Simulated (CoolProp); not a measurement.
Vapour-liquid equilibrium of dimethyl ether (1) + chloromethane (R40) (2) at 339.4 K; x and y are mole fractions of (1).

Values from CoolProp's multi-fluid Helmholtz-energy mixture model, Wu 2011 and Thol 2014; pair parameters Bell 2016.

| x | bubble pressure (MPa) | y at the bubble point | dew pressure at overall composition x (MPa) | liquid density (mol/L) |
|---|---|---|---|---|
| 0.05 | 1.630 | 0.045 | 1.629 | 16.05 |
| 0.2 | 1.602 | 0.189 | 1.600 | 15.50 |
| 0.35 | ? | ? | 1.585 | ? |
| 0.5 | 1.582 | 0.502 | 1.582 | 14.43 |
| 0.65 | ? | 0.661 | ? | 13.92 |
| 0.8 | 1.615 | ? | 1.612 | 13.41 |
| 0.95 | 1.651 | 0.956 | 1.649 | 12.90 |

### Question
What belongs in the gaps?

### Answer

- 0.35, bubble pressure (MPa): 1.586
- 0.35, y at the bubble point: 0.343
- 0.35, liquid density (mol/L): 14.96
- 0.65, bubble pressure (MPa): 1.592
- 0.65, dew pressure at overall composition x (MPa): 1.590
- 0.8, y at the bubble point: 0.814

y crosses x between x = 0.35 and 0.5: the model has an azeotrope there.

Pair parameters are fitted to limited data, so mixtures are less certain than the pure fluids.
